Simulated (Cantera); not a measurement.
What does this Cantera script print?

```python
import numpy as np
import cantera as ct

gas_names = """
    H HO2 H2 H2O H2O2 O OH O2 O3 V VO VO2
""".split()
cond_names = """
    H2O(s) H2O(L) V(cr) V(L) VO(s) VO(L) V2O3(s) V2O3(L) V2O4(I) V2O4(II) V2O4(L) V2O5(s) V2O5(L)
""".split()


# ... load() reads the species with a 1 bar reference pressure and builds the phases ...
atoms = {
    'V2O3': {'V': 2, 'O': 3},
    'H2': {'H': 2},
}
top_T = {}  # K; cautious upper limits of use, not melting points


# ... equilibrate(T, P, feed) seeds the gas with the atoms and calls Mixture.equilibrate('TP', solver="vcs", rtol=1e-11, max_steps=5000) ...
results = []
P = 10000  # Pa
for T in [1050, 1150, 1250, 1350, 1450, 1550, 1650, 1750, 1850, 1950]:
    for m in [8.9, 12, 17, 23, 32, 45, 62, 85, 120]:
        feed = {'V2O3': 1, 'H2': m}  # mol
        mix = equilibrate(T, P, feed)
        results.append((T, P, feed, dict(zip(mix.species_names, mix.species_moles))))

for T, P, feed, n in results:
    print(f"{T:7g} {feed['H2']:10.4g}  " + (" + ".join(c for c in cond_names if n.get(c, 0) > 1e-12) or "gas only"))
```

Output:

```
   1050        8.9  VO(s) + V2O3(s)
   1050         12  VO(s) + V2O3(s)
   1050         17  VO(s) + V2O3(s)
   1050         23  VO(s) + V2O3(s)
   1050         32  VO(s) + V2O3(s)
   1050         45  VO(s) + V2O3(s)
   1050         62  VO(s) + V2O3(s)
   1050         85  VO(s) + V2O3(s)
   1050        120  VO(s) + V2O3(s)
   1150        8.9  VO(s) + V2O3(s)
   1150         12  VO(s) + V2O3(s)
   1150         17  VO(s) + V2O3(s)
   1150         23  VO(s) + V2O3(s)
   1150         32  VO(s) + V2O3(s)
   1150         45  VO(s) + V2O3(s)
   1150         62  VO(s) + V2O3(s)
   1150         85  VO(s) + V2O3(s)
   1150        120  VO(s) + V2O3(s)
   1250        8.9  VO(s) + V2O3(s)
   1250         12  VO(s) + V2O3(s)
   1250         17  VO(s) + V2O3(s)
   1250         23  VO(s) + V2O3(s)
   1250         32  VO(s) + V2O3(s)
   1250         45  VO(s) + V2O3(s)
   1250         62  VO(s) + V2O3(s)
   1250         85  VO(s) + V2O3(s)
   1250        120  VO(s) + V2O3(s)
   1350        8.9  VO(s) + V2O3(s)
   1350         12  VO(s) + V2O3(s)
   1350         17  VO(s) + V2O3(s)
   1350         23  VO(s) + V2O3(s)
   1350         32  VO(s) + V2O3(s)
   1350         45  VO(s) + V2O3(s)
   1350         62  VO(s) + V2O3(s)
   1350         85  VO(s) + V2O3(s)
   1350        120  VO(s) + V2O3(s)
   1450        8.9  VO(s) + V2O3(s)
   1450         12  VO(s) + V2O3(s)
   1450         17  VO(s) + V2O3(s)
   1450         23  VO(s) + V2O3(s)
   1450         32  VO(s) + V2O3(s)
   1450         45  VO(s) + V2O3(s)
   1450         62  VO(s) + V2O3(s)
   1450         85  VO(s) + V2O3(s)
   1450        120  VO(s) + V2O3(s)
   1550        8.9  VO(s) + V2O3(s)
   1550         12  VO(s) + V2O3(s)
   1550         17  VO(s) + V2O3(s)
   1550         23  VO(s) + V2O3(s)
   1550         32  VO(s) + V2O3(s)
   1550         45  VO(s) + V2O3(s)
   1550         62  VO(s) + V2O3(s)
   1550         85  VO(s) + V2O3(s)
   1550        120  VO(s) + V2O3(s)
   1650        8.9  VO(s) + V2O3(s)
   1650         12  VO(s) + V2O3(s)
   1650         17  VO(s) + V2O3(s)
   1650         23  VO(s) + V2O3(s)
   1650         32  VO(s) + V2O3(s)
   1650         45  VO(s) + V2O3(s)
   1650         62  VO(s) + V2O3(s)
   1650         85  VO(s) + V2O3(s)
   1650        120  VO(s) + V2O3(s)
   1750        8.9  VO(s) + V2O3(s)
   1750         12  VO(s) + V2O3(s)
   1750         17  VO(s) + V2O3(s)
   1750         23  VO(s) + V2O3(s)
   1750         32  VO(s) + V2O3(s)
   1750         45  VO(s) + V2O3(s)
   1750         62  VO(s) + V2O3(s)
   1750         85  VO(s)
   1750        120  VO(s)
   1850        8.9  VO(s) + V2O3(s)
   1850         12  VO(s) + V2O3(s)
   1850         17  VO(s) + V2O3(s)
   1850         23  VO(s) + V2O3(s)
   1850         32  VO(s) + V2O3(s)
   1850         45  VO(s) + V2O3(s)
   1850         62  VO(s)
   1850         85  VO(s)
   1850        120  VO(s)
   1950        8.9  VO(s) + V2O3(s)
   1950         12  VO(s) + V2O3(s)
   1950         17  VO(s) + V2O3(s)
   1950         23  VO(s) + V2O3(s)
   1950         32  VO(s) + V2O3(s)
   1950         45  VO(s)
   1950         62  VO(s)
   1950         85  VO(s)
   1950        120  VO(s)
```

Equilibrium computed with Cantera from the NASA thermochemical tables; the gas is ideal and each condensed phase is pure. Mutual solubility and eutectic melting of coexisting phases are not modelled. VO: taken at fixed stoichiometry. Condensed phases not in the tables: the oxides between V2O3 and V2O5 other than VO2.
